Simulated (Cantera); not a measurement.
Input: 1 mol c-C4F8, 1.3 mol H2, equilibrated at 0.100 bar.

Cantera equilibrium calculation (NASA polynomials, part measured and part estimated; ideal gas, pure solids and liquids). Candidate condensed phases: C, C6H6, C7H8, C8H18; 95 gas species. The feed counts by its element totals alone. The tables' values for C2F4 are old estimates; treat these amounts as uncertain. Gases not in the tables: C2F6 and larger saturated fluorocarbons. Kinetics and transport are ignored.

log p: log10 of the partial pressure in bar; n: condensed amount in mol.

| T (K) | log p HF | log p CF4 | log p F | log p CF2 | log p CF | log p CF3 | n C(graphite) |
|---|---|---|---|---|---|---|---|
| 1123 | -1.18 | -1.47 | -9.77 | -8.38 | <-13 | -8.26 | 2.65 |
| 1273 | -1.18 | -1.47 | -8.04 | -6.84 | -12.87 | -7.01 | 2.65 |
| 1423 | -1.18 | -1.47 | -6.67 | -5.63 | -10.77 | -6.03 | 2.65 |
| 1573 | -1.18 | -1.47 | -5.56 | -4.65 | -9.07 | -5.24 | 2.65 |
| 1723 | -1.18 | -1.47 | -4.64 | -3.85 | -7.67 | -4.58 | 2.65 |
| 1873 | -1.18 | -1.47 | -3.88 | -3.18 | -6.50 | -4.04 | 2.64 |
| 2023 | -1.19 | -1.49 | ? | ? | ? | ? | 2.60 |
| 2173 | -1.20 | -1.55 | -2.68 | -2.16 | -4.67 | -3.24 | 2.52 |
| 2323 | -1.24 | ? | ? | ? | ? | ? | 2.35 |
| 2473 | -1.30 | -2.03 | -1.87 | -1.60 | -3.39 | -2.94 | 2.15 |
| 2623 | -1.35 | -2.60 | -1.63 | -1.56 | -2.96 | -3.10 | 2.12 |
| 2773 | -1.39 | -3.35 | -1.47 | -1.64 | -2.63 | -3.42 | 2.34 |

Task: What belongs in the gaps?

Result: 
- 2323, log p CF4: -1.70
- 2323, log p F: -2.22
- 2323, log p CF2: -1.81
- 2323, log p CF: -3.96
- 2323, log p CF3: -3.00
- 2023, log p F: -3.23
- 2023, log p CF2: -2.62
- 2023, log p CF: -5.51
- 2023, log p CF3: -3.59
